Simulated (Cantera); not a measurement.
A freely propagating, adiabatic, planar premixed flame of H2 : O2 : N2 = 1 : 0.455 : 1.71 (molar parts), equivalence ratio 1.1, unburnt at 600 K and 5.30 bar; mixture-averaged transport, grid criteria slope 0.08 and curve 0.16, no radiation.

Cantera simulation using the H2/O2 subset of GRI-Mech 3.0, which has no nitrogen chemistry; the numbers are that mechanism's predictions, not measurements. The hydrogen kinetics of GRI-Mech 3.0 are dated; newer H2 mechanisms differ, most at raised pressure. Burning velocities carry a grid error of a few per cent, more on coarse grids.

Q: What does this change do: inlet temperature 600 to 673 K?

A: 
| quantity | before | after |
|---|---|---|
| laminar burning velocity | 771 cm/s | 970 cm/s |
| thermal thickness | 0.0546 mm | 0.0574 mm |
| peak x(H2O2) | 7.04e-5 | 5.27e-5 |
| peak x(HO2) | 0.000978 | 0.000881 |
| peak x(H) | 0.0396 | 0.0434 |
| peak x(OH) | 0.0178 | 0.0190 |

Q: What does this change do: O2 0.455 to 0.35 parts?

A: 
```tsv
quantity	before	after
laminar burning velocity	771 cm/s	691 cm/s
thermal thickness	0.0546 mm	0.0548 mm
peak x(H2O2)	7.04e-5	5.72e-5
peak x(HO2)	0.000978	0.000824
peak x(H)	0.0396	0.0414
peak x(OH)	0.0178	0.00801
```
